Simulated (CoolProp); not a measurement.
R507A at several states: fugacity coefficient from the reference equation and from simpler models built on Tc = 343.8 K, pc = 3705 kPa, ω = 0.286; each cubic takes its own stable root.

Model: reference Helmholtz-energy equation of state, Lemmon 2003, in CoolProp. It is a pseudo-pure fit of the blend.

```csv
T (K),p (kPa),phase,reference
319.9,19700,liquid,0.1520
355.5,204,gas,0.9823
434.5,17300,supercritical,0.5436
```

Problem. How far does each simpler model (Redlich-Kwong, Peng-Robinson) lie from the reference over these 3 states: mean and median of the absolute difference, and the worst?

Solution. 
- Redlich-Kwong: mean 9.0 %, median 3.1 %, worst +23.9 % at 319.9 K and 19700 kPa
- Peng-Robinson: mean 1.8 %, median 2.5 %, worst +2.9 % at 319.9 K and 19700 kPa
